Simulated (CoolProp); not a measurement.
Vapour-liquid equilibrium of toluene (1) + o-xylene (2) at 10.6 bar; x and y are mole fractions of (1).

The numbers come from the multi-fluid Helmholtz-energy mixture model, Lemmon 2006 and Zhou 2012; pair parameters Bell 2016 in CoolProp.

```json
[
 {"x": "0.05", "bubble temperature, mixture model (K)": "532.5", "bubble temperature, Raoult's law (K)": "532.1", "y, mixture model": "0.075", "y, Raoult's law": "0.090"},
 {"x": "0.15", "bubble temperature, mixture model (K)": "527.7", "bubble temperature, Raoult's law (K)": "526.9", "y, mixture model": "0.218", "y, Raoult's law": "0.250"},
 {"x": "0.25", "bubble temperature, mixture model (K)": "523.0", "bubble temperature, Raoult's law (K)": "522.0", "y, mixture model": "0.349", "y, Raoult's law": "0.387"},
 {"x": "0.35", "bubble temperature, mixture model (K)": "518.4", "bubble temperature, Raoult's law (K)": "517.4", "y, mixture model": "0.467", "y, Raoult's law": "0.507"},
 {"x": "0.45", "bubble temperature, mixture model (K)": "514.0", "bubble temperature, Raoult's law (K)": "513.1", "y, mixture model": "0.574", "y, Raoult's law": "0.611"},
 {"x": "0.55", "bubble temperature, mixture model (K)": "509.9", "bubble temperature, Raoult's law (K)": "509.1", "y, mixture model": "0.670", "y, Raoult's law": "0.703"},
 {"x": "0.65", "bubble temperature, mixture model (K)": "505.9", "bubble temperature, Raoult's law (K)": "505.3", "y, mixture model": "0.756", "y, Raoult's law": "0.783"},
 {"x": "0.75", "bubble temperature, mixture model (K)": "502.1", "bubble temperature, Raoult's law (K)": "501.7", "y, mixture model": "0.834", "y, Raoult's law": "0.855"},
 {"x": "0.85", "bubble temperature, mixture model (K)": "498.5", "bubble temperature, Raoult's law (K)": "498.3", "y, mixture model": "0.904", "y, Raoult's law": "0.918"},
 {"x": "0.95", "bubble temperature, mixture model (K)": "495.1", "bubble temperature, Raoult's law (K)": "495.0", "y, mixture model": "0.969", "y, Raoult's law": "0.974"}
]
```

The largest gap from Raoult's law is +1.0 K in bubble temperature, at x = 0.35. No azeotrope shows between x = 0.05 and 0.95.

Pair parameters are fitted to limited data, so mixtures are less certain than the pure fluids.
